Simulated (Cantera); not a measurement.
What does this Cantera script print?

```python
import numpy as np
import cantera as ct

gas_names = [...]  # 113 gases of nasa_gas.yaml made of C, F, H, Si
cond_names = """
    C(gr) C6H6(L) C7H8(L) C8H18(L),n-octa Si(cr) Si(L) SiC(b)
""".split()


# ... load() reads the species with a 1 bar reference pressure and builds the phases ...
atoms = {
    'SiF4': {'Si': 1, 'F': 4},
    'C2H4': {'C': 2, 'H': 4},
    'H2': {'H': 2},
}
top_T = {'C(gr)': 4500, 'SiC(b)': 3050}  # K; cautious upper limits of use, not melting points


# ... equilibrate(T, P, feed) seeds the gas with the atoms and calls Mixture.equilibrate('TP', solver="vcs", rtol=1e-11, max_steps=5000) ...
results = []
feed = {'SiF4': 1, 'C2H4': 1.5, 'H2': 460}  # mol
T = 1250  # K
P = 10000  # Pa
mix = equilibrate(T, P, feed)
results.append((T, P, feed, dict(zip(mix.species_names, mix.species_moles))))
print(gas.report(threshold=1e-05))
for i in range(1, mix.n_phases):
    print(f"{mix.phase(i).name:16s} {mix.phase_moles(i):12.5e} mol")
```

It prints:

```
       temperature   1250 K
          pressure   10000 Pa
           density   0.0021618 kg/m^3
  mean mol. weight   2.2468 kg/kmol
   phase of matter   gas

                          1 kg             1 kmol
                     ---------------   ---------------
          enthalpy        1.1161e+07        2.5077e+07  J
   internal energy        6.5354e+06        1.4684e+07  J
           entropy             85947         1.931e+05  J/K
    Gibbs function       -9.6273e+07        -2.163e+08  J
 heat capacity c_p             14025             31511  J/K
 heat capacity c_v             10324             23196  J/K

                      mass frac. Y      mole frac. X     chem. pot. / RT
                     ---------------   ---------------   ---------------
               CH4         0.0077895         0.0010909           -42.657
                HF         0.0071176        0.00079933           -58.927
                H2           0.89379           0.99611           -20.395
              SiF3         0.0015916         4.203e-05           -156.43
              SiF4          0.084615         0.0018266           -205.16
             SiHF3         0.0049307        0.00012868           -166.63
     [ +107 minor]        0.00016679        7.3093e-06

C(gr)             2.42230e+00 mol
Si(cr)            0.00000e+00 mol
SiC(b)            7.16070e-02 mol
```

These are equilibrium values from Cantera (NASA tables, ideal gas, pure condensed phases), not measurements of a reactor. The tables' values for SiF3 are old estimates; treat these amounts as uncertain.
